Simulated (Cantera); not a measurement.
# Chemical vapour transport: Fe + HCl + O₂

Charge: 1 mol Fe, 0.094 mol HCl, 0.073 mol O₂, at 23.0 mbar.

Method: chemical equilibrium by Gibbs-energy minimisation in Cantera with the NASA 1993 tables (ideal gas, pure condensed phases). Candidate condensed phases: Fe, FeCl₂, FeCl₃, FeO, Fe(OH)₂, Fe(OH)₃, Fe₂O₃, Fe₃O₄, H₂O; 22 gas species. Mutual solubility and eutectic melting of coexisting phases are not modelled. The tables' stoichiometric FeO is somewhat more stable than real wüstite, so its field is too wide. FeO: taken at fixed stoichiometry. Equilibrium is a limit: real reactors are often held back by kinetics, nucleation or transport.

```tsv
T (K)	x HCl	x FeCl₂	x H₂	x H₂O	x Fe₂Cl₄	n Fe(γ)	n FeO(s)	n Fe(δ)	n FeO(l)
1273	0.391	0.303	0.232	0.0729	0.000619	0.832	0.139	0	0
1348	0.367	0.316	0.235	0.0823	0.000321	0.832	0.138	0	0
1423	0.345	0.327	0.236	0.0911	0.000178	0.832	0.137	0	0
1498	0.327	0.336	0.237	0.0992	0.000104	0.832	0.137	0	0
1573	0.311	0.344	0.238	0.107	6.41e-5	0.832	0.136	0	0
1648	0.297	0.351	0.238	0.113	4.11e-5	0.832	0.135	0	0
1723	0.287	0.356	0.243	0.113	2.72e-5	0	0	0.831	0.135
```
x: gas mole fraction; n: condensed amount in mol.

From 1273 K to 1648 K the condensed part is Fe(γ) + FeO(s). At 1723 K the condensed part is Fe(δ) + FeO(l). The main Fe-bearing gas is FeCl₂ throughout.
